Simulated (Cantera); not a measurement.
An adiabatic, constant-volume homogeneous reactor starts with CH4 : O2 : N2 = 1 : 1.05 : 10.5 (molar parts), equivalence ratio 1.9, at 1750 K and 0.711 atm. Integrator tolerance rtol = 1e-08.

Computed with Cantera and GRI-Mech 3.0 (53 species, 325 reactions).

Task: What does this change do: pressure from 0.711 atm to 0.987 atm?

Result: 
```tsv
quantity	before	after
time of steepest temperature rise	0.435 ms	0.331 ms
temperature at 5.00 s	2500 K	2508 K
equilibrium temperature	2500 K	2508 K
x(CH4) at 5.00 s	1.47e-12 (gas-phase equilibrium 1.65e-12)	2.79e-12 (gas-phase equilibrium 3.12e-12)
x(O2) at 5.00 s	2.86e-5 (gas-phase equilibrium 2.86e-5)	2.22e-5 (gas-phase equilibrium 2.22e-5)
x(O) at 5.00 s	7.39e-5 (gas-phase equilibrium 7.39e-5)	5.73e-5 (gas-phase equilibrium 5.73e-5)
x(CH2) at 5.00 s	<1e-12 (gas-phase equilibrium <1e-12)	<1e-12 (gas-phase equilibrium <1e-12)
x(NO) at 5.00 s	0.000267 (gas-phase equilibrium 0.000267)	0.000238 (gas-phase equilibrium 0.000238)
```

Task: What does this change do: 1.1 parts H2 added?

Result: 
```json
[
 {"quantity": "time of steepest temperature rise", "before": "0.435 ms", "after": "0.137 ms"},
 {"quantity": "temperature at 5.00 s", "before": "2500 K", "after": "2446 K"},
 {"quantity": "equilibrium temperature", "before": "2500 K", "after": "2446 K"},
 {"quantity": "x(CH4) at 5.00 s", "before": "1.47e-12 (gas-phase equilibrium 1.65e-12)", "after": "1.14e-11 (gas-phase equilibrium 1.28e-11)"},
 {"quantity": "x(O2) at 5.00 s", "before": "2.86e-5 (gas-phase equilibrium 2.86e-5)", "after": "4.82e-6 (gas-phase equilibrium 4.82e-6)"},
 {"quantity": "x(O) at 5.00 s", "before": "7.39e-5 (gas-phase equilibrium 7.39e-5)", "after": "2.34e-5 (gas-phase equilibrium 2.34e-5)"},
 {"quantity": "x(CH2) at 5.00 s", "before": "<1e-12 (gas-phase equilibrium <1e-12)", "after": "<1e-12 (gas-phase equilibrium <1e-12)"},
 {"quantity": "x(NO) at 5.00 s", "before": "0.000267 (gas-phase equilibrium 0.000267)", "after": "9.56e-5 (gas-phase equilibrium 9.56e-5)"}
]
```

Task: What does this change do: pressure from 0.711 atm to 9.87 atm?

Result: 
```tsv
quantity	before	after
time of steepest temperature rise	0.435 ms	59.6 µs
temperature at 5.00 s	2500 K	2543 K
equilibrium temperature	2500 K	2543 K
x(CH4) at 5.00 s	1.47e-12 (gas-phase equilibrium 1.65e-12)	2.57e-10 (gas-phase equilibrium 2.87e-10)
x(O2) at 5.00 s	2.86e-5 (gas-phase equilibrium 2.86e-5)	3.08e-6 (gas-phase equilibrium 3.08e-6)
x(O) at 5.00 s	7.39e-5 (gas-phase equilibrium 7.39e-5)	7.98e-6 (gas-phase equilibrium 7.98e-6)
x(CH2) at 5.00 s	<1e-12 (gas-phase equilibrium <1e-12)	5.97e-12 (gas-phase equilibrium 6.59e-12)
x(NO) at 5.00 s	0.000267 (gas-phase equilibrium 0.000267)	9.46e-5 (gas-phase equilibrium 9.46e-5)
```
